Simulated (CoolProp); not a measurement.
Saturation properties of sulfur dioxide.

The numbers come from the reference Helmholtz-energy equation of state, Gao 2016 in CoolProp.

```csv
T (K),p (MPa),vapour density (kg/m³),surface tension (mN/m)
274.7,0.1656,4.833,26.2
278.3,0.1911,5.527,25.5
281.9,0.2196,6.298,24.8
285.5,0.2514,7.151,24.1
289.1,0.2866,8.092,23.4
292.6,0.3244,9.096,22.7
296.2,0.3672,10.23,22.0
299.8,0.4143,11.47,21.3
303.4,0.4658,12.82,20.6
307,0.5222,14.30,19.9
310.6,0.5836,15.91,19.2
314.2,0.6503,17.65,18.6
317.7,0.7207,19.49,17.9
321.3,0.7989,21.54,17.2
324.9,0.8833,23.76,16.5
```

It boils at 263.1 K under 1 atm.

Surface tension comes from a separate correlation (Mulero 2012).
